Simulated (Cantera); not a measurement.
A freely propagating, adiabatic, planar premixed flame of 10.2 % CH4, 7.55 % CO, 17.2 % O2, 65.0 % N2, equivalence ratio 1.4, unburnt at 300 K and 17000 Pa; mixture-averaged transport, grid criteria slope 0.08 and curve 0.16, no radiation.

Computed with Cantera and GRI-Mech 3.0 (53 species, 325 reactions). Burning velocities carry a grid error of a few per cent, more on coarse grids.

x: mole fraction of selected species; z is measured from the peak of heat release.

```csv
z (mm),T (K),u (m/s),x CH4,x CO,x O2,x C2H2,x HO2,x HCO
-5.73,300,0.536,0.102,0.0755,0.172,<1e-8,<1e-8,<1e-8
-3.82,300,0.538,0.102,0.0753,0.172,<1e-8,2.45e-7,<1e-8
-2.87,305,0.548,0.101,0.0750,0.171,(withheld),2.74e-6,<1e-8
-1.91,378,0.687,0.0965,0.0751,0.166,(withheld),5.80e-5,<1e-8
-0.956,884,1.64,0.0668,0.0863,0.130,(withheld),4.60e-5,7.56e-7
-0.478,1303,2.45,0.0365,0.102,0.0890,(withheld),8.20e-5,1.88e-5
0,1657,3.14,0.0101,0.117,0.0450,(withheld),5.23e-5,6.27e-5
0.478,1816,3.44,0.00123,0.117,0.0183,(withheld),6.78e-6,2.88e-5
0.956,1858,3.50,8.97e-5,0.109,0.00766,(withheld),7.97e-7,3.67e-6
1.91,1878,3.52,3.96e-7,0.0978,0.00282,(withheld),2.40e-7,9.74e-8
3.82,1892,3.54,<1e-8,0.0926,0.00194,<1e-8,1.74e-7,6.87e-8
7.65,1909,3.56,<1e-8,0.0921,0.00164,<1e-8,1.49e-7,6.25e-8
15.3,1933,3.60,<1e-8,0.0925,0.00128,<1e-8,1.19e-7,5.38e-8
```

Some entries are withheld; supply them.


- -2.87, x C2H2: 6.26e-8
- -1.91, x C2H2: 2.77e-6
- -0.956, x C2H2: 5.61e-5
- -0.478, x C2H2: 0.000160
- 0, x C2H2: 0.000312
- 0.478, x C2H2: 0.000156
- 0.956, x C2H2: 2.55e-5
- 1.91, x C2H2: 3.90e-7
